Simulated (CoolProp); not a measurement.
Tetradecamethylhexasiloxane (MD4M) along the isotherm 620 K: fugacity coefficient from the reference equation and from simpler models built on Tc = 653.2 K, pc = 8.286 bar, ω = 0.800; each cubic takes its own stable root.

Values from CoolProp's reference Helmholtz-energy equation of state, Thol 2019.

```csv
p (bar),phase,reference
0.131,gas,0.9923
0.192,gas,0.9887
0.282,gas,0.9834
0.414,gas,0.9757
0.608,gas,0.9643
0.893,gas,0.9478
1.31,gas,0.9237
1.92,gas,0.8888
2.82,gas,0.8377
4.14,gas,0.7634
6.08,liquid,0.6003
8.93,liquid,0.4300
13.1,liquid,0.3151
19.2,liquid,0.2382
28.2,liquid,0.1878
41.4,liquid,0.1575
```

Q: How far does each simpler model (van der Waals, Redlich-Kwong, Soave-Redlich-Kwong, Peng-Robinson) lie from the reference over these 16 states: mean and median of the absolute difference, and the worst?

A: 
- van der Waals: mean 19.5 %, median 4.8 %, worst +75.9 % at 620 K and 41.4 bar
- Redlich-Kwong: mean 10.6 %, median 3.0 %, worst +32.6 % at 620 K and 41.4 bar
- Soave-Redlich-Kwong: mean 4.2 %, median 2.0 %, worst +13.7 % at 620 K and 41.4 bar
- Peng-Robinson: mean 1.6 %, median 0.9 %, worst +3.8 % at 620 K and 19.2 bar

At some of these states van der Waals, Redlich-Kwong gives the other phase, because its saturation line lies elsewhere.
